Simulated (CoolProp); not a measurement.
Properties of dimethyl carbonate along the isotherm 326.85 °C.

The numbers come from the reference Helmholtz-energy equation of state, Zhou 2011 in CoolProp.

| p (MPa) | phase | cv (kJ/(kg K)) | Joule-Thomson coefficient (K/MPa) |
|---|---|---|---|
| 0.0233 | gas | 1.768 | 5.441 |
| 0.0351 | gas | 1.768 | 5.445 |
| 0.053 | gas | 1.768 | 5.452 |
| 0.0799 | gas | 1.768 | 5.462 |
| 0.121 | gas | 1.769 | 5.478 |
| 0.182 | gas | 1.769 | 5.502 |
| 0.274 | gas | 1.770 | 5.539 |
| 0.414 | gas | 1.771 | 5.597 |
| 0.625 | gas | 1.773 | 5.687 |
| 0.942 | gas | 1.776 | 5.831 |
| 1.42 | gas | 1.781 | 6.071 |
| 2.14 | gas | 1.789 | 6.488 |
| 3.24 | gas | 1.805 | 7.282 |
| 4.88 | gas | 1.839 | 8.767 |
| 7.36 | supercritical | 1.908 | 8.157 |
